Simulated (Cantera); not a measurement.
## Fluorocarbon and chlorocarbon gases: CH3F + F2

A closed system holds: 1 mol CH3F, 0.014 mol F2, equilibrated at 0.0133 bar.

Method: chemical equilibrium by Gibbs-energy minimisation in Cantera with the NASA 1993 tables (ideal gas, pure condensed phases). Candidate condensed phases: C, C6H6, C7H8, C8H18; 110 gas species. Ions and electrons are included (thermal ionisation). Rates play no part.

At 3000 K the condensed part is C(graphite). From 3250 K to 5000 K nothing is condensed. The main C-bearing gas is C3 at 3000 K and C at 5000 K.

| T (K) | x H | x HF | x F | x C | x H2 | x C3 | x C2 | n C(graphite) |
|---|---|---|---|---|---|---|---|---|
| 3000 | 0.468 | 0.362 | 0.00894 | 0.00380 | 0.117 | 0.0234 | 0.00238 | 0.702 |
| 3250 | 0.539 | 0.265 | 0.0357 | 0.0221 | 0.0376 | 0.0739 | 0.0122 | 0 |
| 3500 | 0.587 | 0.162 | 0.0973 | 0.0622 | 0.0132 | 0.0477 | 0.0191 | 0 |
| 3750 | 0.600 | 0.0681 | 0.158 | 0.125 | 0.00477 | 0.0179 | 0.0190 | 0 |
| 4000 | 0.597 | 0.0241 | 0.186 | 0.173 | 0.00187 | 0.00322 | 0.0107 | 0 |
| 4250 | 0.596 | 0.00881 | 0.197 | 0.190 | 0.000821 | 0.000399 | 0.00437 | 0 |
| 4500 | 0.596 | 0.00350 | 0.202 | 0.196 | 0.000396 | 5.23e-5 | 0.00176 | 0 |
| 4750 | 0.596 | 0.00151 | 0.203 | 0.197 | 0.000206 | 8.12e-6 | 0.000754 | 0 |
| 5000 | 0.596 | 0.000706 | 0.204 | 0.198 | 0.000115 | 1.49e-6 | 0.000348 | 0 |
x: gas mole fraction; n: condensed amount in mol.
